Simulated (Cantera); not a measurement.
Ignition delay

Mixture: CH4 : CO : O2 : N2 = 1 : 0.82 : 1.15 : 4.32 (molar parts), equivalence ratio 2.1, at 3750 Torr, adiabatic and at constant volume. Ignition delay is the time to a rise of 400 K.

Cantera simulation using GRI-Mech 3.0 (53 species, 325 reactions); the numbers are that mechanism's predictions, not measurements.

```tsv
T0 (K)	delay (ms)
1323	4.77
1423	1.35
1523	0.425
1623	0.151
1723	0.0609
1823	0.0279
1923	0.0143
```

```json
{
  "apparent activation energy between 1723 and 1923 K": "200 kJ/mol"
}
```
